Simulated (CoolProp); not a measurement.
Vapour-liquid equilibrium of R134a (1) + R1234ze(E) (2) at 295.6 K; x and y are mole fractions of (1).

Model: multi-fluid Helmholtz-energy mixture model, Tillner-Roth 1994 and Thol 2016; pair parameters Bell 2022, in CoolProp.

Give the bubble pressure and the first vapour's composition at x = 0.125, 0.575, 0.65. Is there an azeotrope?

x = 0.125: 4.917 bar, y = 0.169; x = 0.575: 5.690 bar, y = 0.627; x = 0.65: 5.787 bar, y = 0.694. No azeotrope shows between x = 0.05 and 0.95.

Pair parameters are fitted to limited data, so mixtures are less certain than the pure fluids.
